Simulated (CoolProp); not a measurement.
Saturated liquid density (kg/m³) of CH3F (R41): the reference equation beside estimates from Tc = 44.1 °C, pc = 59.06 bar, ω = 0.200. Rackett uses Z = 0.29056 − 0.08775 ω.

Model: reference Helmholtz-energy equation of state, Lemmon 2006, in CoolProp. It is a short technical equation, of lower accuracy than the large ones.

```csv
T (°C),reference,Rackett,van der Waals,Redlich-Kwong,Soave-Redlich-Kwong,Peng-Robinson
-85.55,896.0,762.9,472.5,696.1,710.8,802.2
-76.45,877.2,747.3,463.2,680.2,696.1,786.4
-67.35,857.7,731.2,453.5,663.3,680.5,769.4
-58.35,837.8,714.6,443.4,645.6,663.9,751.3
-49.25,816.7,697.2,432.7,626.7,645.9,731.6
-40.15,794.7,679.0,421.4,606.5,626.5,710.2
-31.05,771.4,659.9,409.4,585.0,605.6,686.9
-22.05,747.0,639.9,396.7,562.2,583.1,661.6
-12.95,720.5,618.3,382.9,537.2,558.2,633.5
-3.85,691.8,595.0,367.9,510.1,530.7,602.1
5.25,660.0,569.3,351.2,480.3,499.9,566.7
14.35,624.2,540.3,332.5,446.8,464.9,526.1
23.35,582.5,506.5,310.8,408.4,424.2,478.5
32.45,528.6,462.7,283.4,360.7,372.9,417.9
```

Absolute difference from the reference over all 14 rows, mean and median: Rackett 14.1 and 14.4 %, van der Waals 46.9 and 46.9 %, Redlich-Kwong 25.4 and 24.5 %, Soave-Redlich-Kwong 22.9 and 21.7 %, Peng-Robinson 12.8 and 11.2 %.
